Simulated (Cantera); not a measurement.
A perfectly stirred reactor is fed with 24.8 % H2, 10.3 % O2, 64.9 % N2, at 0.622 atm; it is adiabatic with a 800 K inlet, and is followed from long to short residence time, starting on the burning branch (τ in s: 0.14, 0.057, 0.023, 0.009, 0.0036, 0.0014, 0.00056, 0.00022, 8.9e-05, 3.6e-05, 1.4e-05, 5.6e-06).

Detailed kinetics in Cantera: the H2/O2 subset of GRI-Mech 3.0, which has no nitrogen chemistry.

x: mole fraction; the columns are a selection and need not sum to one.

| τ (s) | T (K) | x H2 | x O2 | x H | x OH | x O |
|---|---|---|---|---|---|---|
| 0.14 | 2267 | 0.0461 | 0.000349 | 0.00377 | 0.00284 | 0.000160 |
| 0.057 | 2249 | 0.0464 | 0.000594 | 0.00504 | 0.00365 | 0.000274 |
| 0.023 | 2219 | 0.0470 | 0.00108 | 0.00717 | 0.00484 | 0.000514 |
| 0.0090 | 2169 | 0.0482 | 0.00202 | 0.0107 | 0.00639 | 0.00100 |
| 0.0036 | 2096 | 0.0499 | 0.00351 | 0.0160 | 0.00798 | 0.00184 |
| 0.0014 | 1991 | 0.0519 | 0.00572 | 0.0242 | 0.00923 | 0.00319 |
| 0.00056 | 1861 | 0.0534 | 0.00850 | 0.0350 | 0.00960 | 0.00490 |
| 0.00022 | [?] | 0.0546 | 0.0120 | 0.0485 | 0.00888 | 0.00672 |
| 8.9e-5 | [?] | 0.0576 | 0.0169 | 0.0617 | 0.00724 | 0.00794 |
| 3.6e-5 | [?] | 0.0753 | 0.0280 | 0.0668 | 0.00498 | 0.00758 |
| 1.4e-5 | 800 | 0.248 | 0.103 | <1e-12 | <1e-12 | <1e-12 |
| 5.6e-6 | 800 | 0.248 | 0.103 | <1e-12 | <1e-12 | <1e-12 |

**Question.** Fill in the missing entries.

**Answer.** 
- 0.00022, T (K): 1706
- 8.9e-5, T (K): 1544
- 3.6e-5, T (K): 1368
